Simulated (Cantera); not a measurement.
Cantera run, input and output.

```python
import numpy as np
import cantera as ct

gas = ct.Solution("gri30.yaml")
gas.TPX = 1200, 101325, {'CH4': 1, 'H2': 0.57, 'O2': 1.27, 'N2': 4.77}
reactor = ct.IdealGasReactor(gas, energy="on", clone=False)
net = ct.ReactorNet([reactor])
net.rtol, net.atol = 1e-08, 1e-16
show = ['CH4', 'H2', 'O2', 'NO2', 'CH2O']
times = np.geomspace(4e-06, 4, 14)

steps = ct.SolutionArray(gas, extra=["t"])
rows = []
print(f"{'t/s':>10s}{'T/K':>9s}{'P/Pa':>11s}" + "".join(f"{s:>11s}" for s in show))
for t in times:
    while net.time < t:
        t_next = net.step()
        steps.append(gas.state, t=t_next)
    rows.append([np.interp(t, steps.t, y) for y in (steps.T, steps.P, *steps(*show).X.T)])
    print(f"{t:10.3e}{rows[-1][0]:9.1f}{rows[-1][1]:11.4g}" + "".join(f"{x:11.3e}" for x in rows[-1][2:]))
rate = np.gradient(steps.T, steps.t)
print("integrator steps:", len(steps.t))
if steps.T.max() > steps.T[0] + 200:
    print(f"time of steepest temperature rise: {steps.t[rate.argmax()]:.4e} s")
gas.TPX = 1200, 101325, {'CH4': 1, 'H2': 0.57, 'O2': 1.27, 'N2': 4.77}
gas.equilibrate("UV")
print(f"equilibrium (UV): T = {gas.T:.1f} K  " + "  ".join(f"{s} {gas[s].X[0]:.3e}" for s in show))
```

It prints:

```
       t/s      T/K       P/Pa        CH4         H2         O2        NO2       CH2O
 4.000e-06   1200.0  1.013e+05  1.314e-01  7.490e-02  1.669e-01  1.603e-27  1.269e-11
 1.158e-05   1200.0  1.013e+05  1.314e-01  7.490e-02  1.669e-01  8.403e-26  1.331e-10
 3.351e-05   1200.0  1.013e+05  1.314e-01  7.490e-02  1.669e-01  4.016e-24  1.373e-09
 9.698e-05   1200.0  1.013e+05  1.314e-01  7.490e-02  1.669e-01  3.179e-22  1.796e-08
 2.807e-04   1200.0  1.013e+05  1.314e-01  7.489e-02  1.669e-01  3.578e-19  7.700e-07
 8.124e-04   1207.8  1.019e+05  1.303e-01  7.443e-02  1.662e-01  1.850e-14  1.795e-04
 2.351e-03   1337.6   1.13e+05  1.148e-01  7.353e-02  1.531e-01  2.010e-12  2.343e-03
 6.805e-03   2711.4  2.534e+05  1.475e-11  1.363e-01  1.288e-04  1.937e-08  1.402e-08
 1.970e-02   2711.4  2.534e+05  1.476e-11  1.363e-01  1.287e-04  1.947e-08  1.402e-08
 5.700e-02   2711.4  2.534e+05  1.476e-11  1.363e-01  1.287e-04  1.947e-08  1.402e-08
 1.650e-01   2711.4  2.534e+05  1.476e-11  1.363e-01  1.287e-04  1.947e-08  1.402e-08
 4.775e-01   2711.4  2.534e+05  1.476e-11  1.363e-01  1.287e-04  1.947e-08  1.402e-08
 1.382e+00   2711.4  2.534e+05  1.476e-11  1.363e-01  1.287e-04  1.947e-08  1.402e-08
 4.000e+00   2711.4  2.534e+05  1.476e-11  1.363e-01  1.287e-04  1.947e-08  1.402e-08
integrator steps: 1980
time of steepest temperature rise: 2.6363e-03 s
equilibrium (UV): T = 2711.4 K  CH4 1.674e-11  H2 1.363e-01  O2 1.287e-04  NO2 1.947e-08  CH2O 1.402e-08
```

Detailed kinetics in Cantera: GRI-Mech 3.0 (53 species, 325 reactions).
